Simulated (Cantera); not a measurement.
# Halide evaporation, hydrolysis and transport: CsF + O2 + H2

Input: 1 mol CsF, a varied amount of O2, 3 mol H2, equilibrated at 1675 K and 13300 Pa.

These are equilibrium values from Cantera (NASA tables, ideal gas, pure condensed phases), not measurements of a reactor. Candidate condensed phases: Cs, CsF, CsOH, H2O; 30 gas species. Rates play no part.

```json
[
 {"n(O2) (mol)": "0.68", "x H2O": "0.313", "x H2": "0.402", "x O2": "1.08e-9", "x CsF": "0.211", "x HF": "0.0365", "x CsOH": "0.0251", "x Cs": "0.0114"},
 {"n(O2) (mol)": "0.78", "x H2O": "0.360", "x H2": "0.353", "x O2": "1.86e-9", "x CsF": "0.210", "x HF": "0.0379", "x CsOH": "0.0277", "x Cs": "0.0102"},
 {"n(O2) (mol)": "0.88", "x H2O": "0.408", "x H2": "0.304", "x O2": "3.21e-9", "x CsF": "0.209", "x HF": "0.0392", "x CsOH": "0.0301", "x Cs": "0.00911"},
 {"n(O2) (mol)": "1", "x H2O": "0.465", "x H2": "0.245", "x O2": "6.43e-9", "x CsF": "0.207", "x HF": "0.0407", "x CsOH": "0.0329", "x Cs": "0.00783"},
 {"n(O2) (mol)": "1.1", "x H2O": "0.513", "x H2": "0.196", "x O2": "1.22e-8", "x CsF": "0.206", "x HF": "0.0419", "x CsOH": "0.0351", "x Cs": "0.00678"},
 {"n(O2) (mol)": "1.3", "x H2O": "0.609", "x H2": "0.0975", "x O2": "6.96e-8", "x CsF": "0.205", "x HF": "0.0439", "x CsOH": "0.0394", "x Cs": "0.00452"},
 {"n(O2) (mol)": "1.5", "x H2O": "0.704", "x H2": "0.00118", "x O2": "0.000634", "x CsF": "0.204", "x HF": "0.0449", "x CsOH": "0.0444", "x Cs": "0.000485"},
 {"n(O2) (mol)": "1.7", "x H2O": "0.671", "x H2": "0.000130", "x O2": "0.0475", "x CsF": "0.195", "x HF": "0.0427", "x CsOH": "0.0425", "x Cs": "0.000162"},
 {"n(O2) (mol)": "1.9", "x H2O": "0.641", "x H2": "8.98e-5", "x O2": "0.0907", "x CsF": "0.186", "x HF": "0.0407", "x CsOH": "0.0406", "x Cs": "0.000134"},
 {"n(O2) (mol)": "2.2", "x H2O": "0.600", "x H2": "6.57e-5", "x O2": "0.149", "x CsF": "0.174", "x HF": "0.0381", "x CsOH": "0.0380", "x Cs": "0.000115"},
 {"n(O2) (mol)": "2.5", "x H2O": "0.563", "x H2": "5.32e-5", "x O2": "0.200", "x CsF": "0.164", "x HF": "0.0358", "x CsOH": "0.0357", "x Cs": "0.000104"},
 {"n(O2) (mol)": "2.8", "x H2O": "0.532", "x H2": "4.54e-5", "x O2": "0.245", "x CsF": "0.154", "x HF": "0.0338", "x CsOH": "0.0337", "x Cs": "9.56e-5"}
]
```
x: gas mole fraction; nothing condenses.

From 0.68 mol O2 to 2.8 mol O2 nothing is condensed. The main Cs-bearing gas is CsF throughout.
